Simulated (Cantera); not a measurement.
An isothermal, constant-pressure homogeneous reactor starts with CO : O2 : H2O : N2 = 0.0037 : 0.037 : 0.00011 : 1 (molar parts), equivalence ratio 0.050, at 1348 K and 0.110 bar. Integrator tolerance rtol = 1e-08.

Computed with Cantera and GRI-Mech 3.0 (53 species, 325 reactions).

What does this change do: 0.047 parts CH4 added?


| quantity | before | after |
|---|---|---|
| x(CO) at 9.00 s | 2.77e-7 (gas-phase equilibrium 2.27e-8) | 0.0270 (gas-phase equilibrium 0.0387) |
| x(O2) at 9.00 s | 0.0338 (gas-phase equilibrium 0.0337) | 1.18e-6 (gas-phase equilibrium <1e-12) |
| x(H2O) at 9.00 s | 0.000105 (gas-phase equilibrium 0.000106) | 0.0335 (gas-phase equilibrium 0.0181) |
| x(NO) at 9.00 s | 1.89e-6 (gas-phase equilibrium 0.000238) | 5.60e-9 (gas-phase equilibrium 2.09e-10) |
| x(N2O) at 9.00 s | 6.51e-8 (gas-phase equilibrium 5.66e-9) | <1e-12 (gas-phase equilibrium <1e-12) |
| x(H2O2) at 9.00 s | 4.10e-12 (gas-phase equilibrium <1e-12) | <1e-12 (gas-phase equilibrium <1e-12) |
The temperature is held fixed by assumption; the heat of reaction is taken as removed at once.
